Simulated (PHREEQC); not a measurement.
A made-up water analysis in mg/L, 25 °C, pH 1.98, pe 9.7:

| constituent | mg/L |
|---|---|
| Na | 95.8 |
| K | 13.8 |
| Ca | 476 |
| Mg | 57.7 |
| Cl | 398 |
| S(6) as SO4 | 2070 |
| Cu(2) | 0.859 |

Valence states are taken as typed.

The numbers come from PHREEQC with the ion-association model, phreeqc.dat.

Precipitation was switched off in this run.

Task: Predict the ionic strength, density, specific conductance.

Result: ionic strength 0.0594 mol/kgw; density 1.000 g/cm³; specific conductance 7120 µS/cm.

Task: In which forms is K present?

Result: K+ 97 %, KSO4- 3.2 % of the K.
